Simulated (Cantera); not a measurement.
Input: 1 mol B, a varied amount of NH₃, equilibrated at 1350 °C and 1.33 mbar.

Method: chemical equilibrium by Gibbs-energy minimisation in Cantera with the NASA 1993 tables (ideal gas, pure condensed phases). Candidate condensed phases: B, BN; 15 gas species. Rates play no part.

Task: At 6.6 mol NH₃, list the 3 most abundant gas species with their mole fractions, and the condensed phases.

Result: H₂ 0.778, N₂ 0.220, H 0.00167. Condensed: BN(s).
